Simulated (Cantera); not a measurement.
Feed: 1 mol BN, 3.1 mol H2, held at 1950 K and 3300 Pa.

These are equilibrium values from Cantera (NASA tables, ideal gas, pure condensed phases), not measurements of a reactor. Mutual solubility and eutectic melting of coexisting phases are not modelled. The tables' values for BH2 are old estimates; treat these amounts as uncertain. Equilibrium is a limit: real reactors are often held back by kinetics, nucleation or transport.

```csv
species,before,after
H2,0.992,0.790
N2,0.00166,0.134
H,0.00628,0.0759
B,1.72e-6,0.000315
BH,8.60e-7,1.04e-5
BH2,0.000346,0.000275
"B(s), mol",0.00923,0.998
"BN(s), mol",0.990,0
```
Gas species are given as mole fractions.

Task: What was changed between the two runs?
A. temperature from 1950 K to 2075 K
B. pressure from 3300 Pa to 1330 Pa
C. pressure from 3300 Pa to 18.0 Pa
D. temperature from 1950 K to 1575 K

Result: C, pressure from 3300 Pa to 18.0 Pa
